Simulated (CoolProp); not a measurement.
n-pentane at 293.15 K and 0.0161 MPa flows at 0.67 m/s in a round tube of 20 mm bore and 0.25 µm roughness, fully developed (64/Re and Nu = 3.66 if laminar; Colebrook and Gnielinski if turbulent). Each further row changes one setting.

Model: reference Helmholtz-energy equation of state, Thol 2019, in CoolProp.

```csv
case,Reynolds number,Darcy friction factor,pressure drop (Pa/m),heat-transfer coefficient (W/(m² K)),mass flow (kg/h)
as stated,969,?,?,2.56,?
velocity 1.34 m/s,1940,0.0330,0.712,2.56,?
diameter 40 mm,1940,0.0330,?,1.28,?
```

### Question
Fill in the missing entries.

### Answer

- as stated, Darcy friction factor: 0.0660
- as stated, pressure drop (Pa/m): 0.356
- as stated, mass flow (kg/h): 0.364
- velocity 1.34 m/s, mass flow (kg/h): 0.728
- diameter 40 mm, pressure drop (Pa/m): 0.0890
- diameter 40 mm, mass flow (kg/h): 1.46

Viscosity comes from a separate model (Quiñones-Cisneros 2006), older than the equation that it now runs on, and unchecked against measurements. Thermal conductivity comes from a separate model (Vassiliou 2015).
